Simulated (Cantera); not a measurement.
An isothermal, constant-pressure homogeneous reactor starts with 5.26 % C₂H₄, 94.7 % H₂, at 1200 K and 1330 Pa.

Cantera simulation using GRI-Mech 3.0 (53 species, 325 reactions); the numbers are that mechanism's predictions, not measurements. GRI-Mech 3.0 was tuned for natural gas; its chemistry of ethylene as a main component is partial and can be far from experiment. GRI-Mech 3.0 stops at C3 and has no aromatics, soot or wall deposition, so with more carbon than oxygen in the feed, carbon stays in small species such as C2H2 where larger ones or solid carbon would form. Radical loss at walls, strong at low pressure, is not modelled.

Question: Predict: x(C₂H₄) at 20.0 s; x(H₂) at 20.0 s; x(H) at 20.0 s; x(C₂H₆) at 20.0 s; x(CH₄) at 20.0 s; x(C₂H₂) at 20.0 s.

Answer: 
* **x(C₂H₄) at 20.0 s**: 0.0205 (gas-phase equilibrium 0.00231)
* **x(H₂) at 20.0 s**: 0.948 (gas-phase equilibrium 0.911)
* **x(H) at 20.0 s**: 5.51e-6 (gas-phase equilibrium 1.64e-6)
* **x(C₂H₆) at 20.0 s**: 3.51e-5 (gas-phase equilibrium 4.26e-6)
* **x(CH₄) at 20.0 s**: 0.00103 (gas-phase equilibrium 0.0710)
* **x(C₂H₂) at 20.0 s**: 0.0301 (gas-phase equilibrium 0.0158)
